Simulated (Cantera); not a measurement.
Cantera run, input and output.

```python
import numpy as np
import cantera as ct

gas = ct.Solution("gri30.yaml")
gas.TPX = 1248, 660000, {'CO': 0.0058, 'O2': 0.017, 'H2O': 0.0097, 'N2': 1}
reactor = ct.IdealGasConstPressureReactor(gas, energy="off", clone=False)
net = ct.ReactorNet([reactor])
net.rtol, net.atol = 1e-08, 1e-18
show = ['CO', 'O2', 'H2O', 'NO2', 'O', 'CO2', 'N2O']
times = np.geomspace(2e-06, 2, 13)

steps = ct.SolutionArray(gas, extra=["t"])
rows = []
print(f"{'t/s':>10s}{'T/K':>9s}{'P/Pa':>11s}" + "".join(f"{s:>11s}" for s in show))
for t in times:
    while net.time < t:
        t_next = net.step()
        steps.append(gas.state, t=t_next)
    rows.append([np.interp(t, steps.t, y) for y in (steps.T, steps.P, *steps(*show).X.T)])
    print(f"{t:10.3e}{rows[-1][0]:9.1f}{rows[-1][1]:11.4g}" + "".join(f"{x:11.3e}" for x in rows[-1][2:]))
rate = np.gradient(steps.T, steps.t)
print("integrator steps:", len(steps.t))
if steps.T.max() > steps.T[0] + 200:
    print(f"time of steepest temperature rise: {steps.t[rate.argmax()]:.4e} s")
gas.TPX = 1248, 660000, {'CO': 0.0058, 'O2': 0.017, 'H2O': 0.0097, 'N2': 1}
gas.equilibrate("TP")
print(f"equilibrium (TP): T = {gas.T:.1f} K  " + "  ".join(f"{s} {gas[s].X[0]:.3e}" for s in show))
```

Output:

```
       t/s      T/K       P/Pa         CO         O2        H2O        NO2          O        CO2        N2O
 2.000e-06   1248.0    6.6e+05  5.617e-03  1.646e-02  9.395e-03  4.821e-28  1.234e-10  1.260e-10  2.394e-15
 6.325e-06   1248.0    6.6e+05  5.617e-03  1.646e-02  9.395e-03  2.608e-26  3.795e-10  4.074e-10  2.257e-14
 2.000e-05   1248.0    6.6e+05  5.617e-03  1.646e-02  9.395e-03  2.028e-24  1.139e-09  1.462e-09  2.135e-13
 6.325e-05   1248.0    6.6e+05  5.617e-03  1.646e-02  9.395e-03  4.016e-22  3.715e-09  7.898e-09  2.093e-12
 2.000e-04   1248.0    6.6e+05  5.617e-03  1.646e-02  9.395e-03  2.451e-19  2.226e-08  1.001e-07  2.975e-11
 6.325e-04   1248.0    6.6e+05  5.604e-03  1.645e-02  9.392e-03  2.755e-14  1.848e-06  1.356e-05  3.575e-09
 2.000e-03   1248.0    6.6e+05  4.607e-03  1.596e-02  9.365e-03  1.776e-10  1.040e-05  1.014e-03  2.356e-07
 6.325e-03   1248.0    6.6e+05  2.416e-03  1.488e-02  9.387e-03  1.564e-09  5.472e-06  3.211e-03  7.838e-07
 2.000e-02   1248.0    6.6e+05  6.134e-04  1.399e-02  9.411e-03  6.499e-09  1.305e-06  5.018e-03  1.316e-06
 6.325e-02   1248.0    6.6e+05  5.673e-05  1.372e-02  9.419e-03  8.826e-09  1.309e-07  5.576e-03  1.386e-06
 2.000e-01   1248.0    6.6e+05  1.120e-06  1.369e-02  9.421e-03  1.328e-09  1.354e-08  5.632e-03  9.035e-07
 6.325e-01   1248.0    6.6e+05  3.136e-09  1.369e-02  9.421e-03  3.686e-10  4.466e-09  5.633e-03  2.099e-07
 2.000e+00   1248.0    6.6e+05  9.772e-10  1.369e-02  9.421e-03  3.550e-10  3.066e-09  5.633e-03  1.705e-08
integrator steps: 1156
equilibrium (TP): T = 1248.0 K  CO 9.762e-10  O2 1.365e-02  H2O 9.421e-03  NO2 6.999e-07  O 3.047e-09  CO2 5.633e-03  N2O 1.539e-08
```

Model: GRI-Mech 3.0 (53 species, 325 reactions), integrated in Cantera.
